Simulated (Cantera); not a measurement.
Input (Python, Cantera) and output of one run.

```python
import numpy as np
import cantera as ct

gas_names = """
    H H2 N NH NH2 NH3 N2 N2H2 N2H4 Si SiH SiH2 SiH3 SiH4 SiN Si2 Si2N Si3
""".split()
cond_names = """
    Si(cr) Si(L) Si3N4(a)
""".split()


def load(file, names, dense=False):
    # The tables refer to 1 bar. Condensed volumes are neglected.
    table = {s.name: s for s in ct.Species.list_from_file(file)}
    out = []
    for n in names:
        d = dict(table[n].input_data)
        d["thermo"] = dict(d["thermo"], **{"reference-pressure": 1e5})
        if dense:
            d["equation-of-state"] = {"model": "constant-volume", "density": "1e6 g/cm^3"}
        out.append(ct.Species.from_dict(d))
    return out


gas = ct.Solution(thermo="ideal-gas", species=load("nasa_gas.yaml", gas_names))
cond = {s.name: ct.Solution(thermo="fixed-stoichiometry", species=[s], name=s.name)
        for s in load("nasa_condensed.yaml", cond_names, dense=True)}
atoms = {
    'Si3H8': {'Si': 3, 'H': 8},
    'N2': {'N': 2},
}
top_T = {'Si3N4(a)': 2400}  # K; cautious upper limits of use, not melting points


def equilibrate(T, P, feed):
    n = {}
    for name, mol in feed.items():
        for a, k in atoms[name].items():
            n[a] = n.get(a, 0.0) + k * mol
    gas.TPX = T, P, n
    mass = sum(n.values()) * gas.mean_molecular_weight
    gas.equilibrate("TP")
    valid = [c for c in cond.values() if c.min_temp <= T <= top_T.get(c.name, c.max_temp)]
    mix = ct.Mixture([(gas, mass / gas.mean_molecular_weight)] + [(c, 0.0) for c in valid])
    mix.T, mix.P = T, P
    mix.equilibrate("TP", solver="vcs", rtol=1e-11, max_steps=5000)
    return mix


results = []
feed = {'Si3H8': 1, 'N2': 36}  # mol
T = 1773  # K
P = 1700  # Pa
mix = equilibrate(T, P, feed)
results.append((T, P, feed, dict(zip(mix.species_names, mix.species_moles))))
print(gas.report(threshold=0.0001))
for i in range(1, mix.n_phases):
    print(f"{mix.phase(i).name:16s} {mix.phase_moles(i):12.5e} mol")
```

Result:

```
       temperature   1773 K
          pressure   1700 Pa
           density   0.002914 kg/m^3
  mean mol. weight   25.269 kg/kmol
   phase of matter   gas

                          1 kg             1 kmol
                     ---------------   ---------------
          enthalpy        1.8942e+06        4.7865e+07  J
   internal energy        1.3108e+06        3.3124e+07  J
           entropy             10991        2.7774e+05  J/K
    Gibbs function       -1.7594e+07       -4.4458e+08  J
 heat capacity c_p            1396.8             35295  J/K
 heat capacity c_v            1067.7             26981  J/K

                      mass frac. Y      mole frac. X     chem. pot. / RT
                     ---------------   ---------------   ---------------
                 H        2.8184e-05        0.00070652           -12.717
                H2         0.0083656           0.10486           -25.433
                N2           0.99151           0.89436           -30.728
     [  +15 minor]        9.3221e-05        7.6626e-05

Si(L)             0.00000e+00 mol
Si3N4(a)          9.98985e-01 mol
```

Method: chemical equilibrium by Gibbs-energy minimisation in Cantera with the NASA 1993 tables (ideal gas, pure condensed phases). The feed counts by its element totals alone.
